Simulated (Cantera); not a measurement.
## Reactions in the system C-H-Ti

Cantera with NASA thermochemical tables; ideal gases at 1 bar, condensed phases pure. Values are per mole of reaction as written; species without (g) are pure solids or liquids, kept so even where they would boil at 1 bar. TiC: taken at fixed stoichiometry.

2 H2(g) + 2 TiC ⇌ C2H4(g) + 2 Ti

| T (K) | ΔH° (kJ) | ΔS° (J/K) | ΔG° (kJ) | log10 K |
|---|---|---|---|---|
| 448 | 415.7 | -42.8 | 434.8 | -50.70 |
| 523 | 413.3 | -47.7 | 438.2 | -43.77 |
| 598 | 411.1 | -51.5 | 441.9 | -38.60 |
| 673 | 409.3 | -54.4 | 445.9 | -34.61 |
| 748 | 407.8 | -56.5 | 450.1 | -31.43 |
| 823 | 406.7 | -57.9 | 454.4 | -28.84 |
| 898 | 405.8 | -58.9 | 458.8 | -26.68 |
| 973 | 405.3 | -59.5 | 463.2 | -24.87 |
